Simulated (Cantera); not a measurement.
Hydrocarbon pyrolysis for carbon deposition

An isothermal, constant-pressure homogeneous reactor starts with CH₄ : N₂ = 1 : 19 (molar parts), at 1925 K and 0.00326 atm.

Computed with Cantera and GRI-Mech 3.0 (53 species, 325 reactions). GRI-Mech 3.0 stops at C3 and has no aromatics, soot or wall deposition, so with more carbon than oxygen in the feed, carbon stays in small species such as C2H2 where larger ones or solid carbon would form. Radical loss at walls, strong at low pressure, is not modelled.

```
t (s)        x CH₄    x C₂H₄     x HCN    x C₂H₂     x CH₃    x CH₂
--------  --------  --------  --------  --------  --------  -------
0.000600    0.0500   3.43e-9    <1e-12  1.67e-11   4.04e-5  3.28e-9
0.00177     0.0499   1.46e-7  6.64e-12   2.31e-9  0.000128  2.78e-8
0.00524     0.0496   4.38e-6  1.04e-10   2.21e-7  0.000384  1.97e-7
0.0155      0.0486  0.000107   2.42e-9   1.76e-5   0.00112  1.31e-6
0.0457      0.0418   0.00153   1.44e-7   0.00112   0.00264  6.61e-6
0.135       0.0175  0.000972   4.41e-6    0.0135   0.00193  9.18e-6
0.399      0.00396   6.61e-5   2.11e-5    0.0215  0.000606  4.98e-6
1.18      0.000527   2.55e-6   5.90e-5    0.0234  0.000131  1.94e-6
3.49       4.51e-5   1.29e-7  0.000120    0.0237   1.80e-5  4.41e-7
10.3       4.96e-7   7.25e-8  0.000156    0.0237   3.30e-7  1.36e-8
30.5       4.43e-8   5.94e-8  0.000157    0.0237   4.82e-8  3.26e-9
90.0       3.11e-8   5.59e-8  0.000160    0.0237   3.93e-8  3.08e-9
```
x: mole fraction; the columns are a selection and need not sum to one.

Equilibrium at this temperature and pressure: CH₄ 9.23e-8, C₂H₄ 9.51e-9, HCN 0.0394, C₂H₂ 0.00403, CH₃ 1.17e-7, CH₂ 9.22e-9 (gas phase only).
